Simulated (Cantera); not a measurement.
# Ignition delay

Mixture: 31.6 % H₂, 14.4 % O₂, 54.0 % N₂, at 5.00 bar, adiabatic and at constant volume. Ignition delay is the time to a rise of 400 K.

Model: the H2/O2 subset of GRI-Mech 3.0, which has no nitrogen chemistry, integrated in Cantera. The hydrogen kinetics of GRI-Mech 3.0 are dated; newer H2 mechanisms differ, most at raised pressure. Below about 950 K walls govern HO2 and H2O2 in real vessels.

| T0 (K) | delay (ms) |
|---|---|
| 850 | 669 |
| 900 | 149 |
| 950 | 37.1 |
| 1000 | 9.76 |
| 1050 | 2.47 |
| 1100 | 0.473 |
| 1150 | 0.0454 |
| 1200 | 0.0155 |
| 1250 | 0.00925 |
| 1300 | 0.00647 |

```json
{
  "apparent activation energy between 1200 and 1300 K": "110 kJ/mol"
}
```
